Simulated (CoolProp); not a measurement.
Vapour-liquid equilibrium of CH2F2 (R32) (1) + toluene (2) at 318 K; x and y are mole fractions of (1).

The numbers come from the multi-fluid Helmholtz-energy mixture model, Tillner-Roth 1997 and Lemmon 2006; pair parameters Bell 2016 in CoolProp.

```
x      bubble pressure (MPa)  y at the bubble point  dew pressure at overall composition x (MPa)  liquid density (mol/L)
-----  ---------------------  ---------------------  -------------------------------------------  ----------------------
0.05                  0.3765                  0.971                                      0.01034                   9.427
0.125                 0.8491                  0.986                                      0.01124                   9.856
0.2                    1.221                  0.989                                      0.01230                   10.31
0.275                  1.495                  0.990                                      0.01358                   10.80
0.35                   1.684                  0.991                                      0.01516                   11.32
0.425                  1.811                  0.991                                      0.01714                   11.86
0.5                    1.897                  0.992                                      0.01973                   12.45
0.575                  1.963                  0.992                                      0.02323                   13.07
0.65                   2.029                  0.992                                      0.02825                   13.72
0.725                  2.109                  0.993                                      0.03602                   14.39
0.8                    2.219                  0.993                                      0.04968                   15.09
0.875                  2.372                  0.995                                      0.08009                   15.77
0.95                   2.590                  0.997                                       0.2067                   16.38
```

No azeotrope shows between x = 0.05 and 0.95.

Pair parameters are fitted to limited data, so mixtures are less certain than the pure fluids. The gap from Raoult's law changes sign with composition, which may be real or a fault of the pair parameters; it wasn't checked against measurements. With so large a gap from Raoult's law the liquid may split in two, which this calculation doesn't test in full.
